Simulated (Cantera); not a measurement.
An isothermal, constant-pressure homogeneous reactor starts with CH₄ : H₂ : N₂ = 0.025 : 0.48 : 0.00012 (molar parts), at 2875 K and 2670 Pa.

Cantera simulation using GRI-Mech 3.0 (53 species, 325 reactions); the numbers are that mechanism's predictions, not measurements. GRI-Mech 3.0 stops at C3 and has no aromatics, soot or wall deposition, so with more carbon than oxygen in the feed, carbon stays in small species such as C2H2 where larger ones or solid carbon would form. Radical loss at walls, strong at low pressure, is not modelled.

One state of this run: x CH₄ = 5.38e-7; x H₂ = 0.515; x H = 0.466; x C₂H₆ = <1e-12; x C₂H₂ = 0.0157; x C₂H = 0.00202; x CH₃ = 7.92e-6. x: mole fraction; the columns are a selection and need not sum to one.

Q: Which value of t (s) does it belong to?
A. 0.0638
B. 0.230
C. 0.00490
D. 0.0177

A: B, 0.230
